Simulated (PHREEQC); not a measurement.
# Nickel, zinc or cadmium bath: speciation

Solution (25 °C): 0.073 mol ZnSO4 and 7e-05 mol Na2SO4 per kg of water. Closed to the air; pH follows from the charge balance.

All values are PHREEQC results (ion-association model, phreeqc.dat), not measurements.

Each row changes one thing in this solution. No solid was allowed to form.

| case | pH | ionic strength (mol/kgw) | SO4-2 (mol/kgw) | NaSO4- (mol/kgw) | HSO4- (mol/kgw) |
|---|---|---|---|---|---|
| as made | 5.57 | 0.152 | 0.0309 | 6.65e-6 | 3.42e-6 |
| diluted 100-fold with water | 6.12 | 0.00266 | 0.000664 | 3.71e-9 | 4.16e-8 |
| ZnSO4 from 0.073 to 0.0146 mol/kgw | 5.72 | 0.0375 | 0.00903 | 3.08e-6 | 1.01e-6 |
| ZnSO4 left out | 7.00 | 0.000210 | 7.00e-5 | 4.59e-8 | 6.49e-10 |
| temperature from 25 to 55 °C | 5.23 | 0.147 | ___ | ___ | 1.50e-5 |

Question: Complete the blanks.

Answer: 
- temperature from 25 to 55 °C, SO4-2 (mol/kgw): 0.0306
- temperature from 25 to 55 °C, NaSO4- (mol/kgw): 7.41e-6

Species that the database lacks are ignored. At this temperature some constants are extrapolated from 25 °C, and those without enthalpy data are left unchanged.
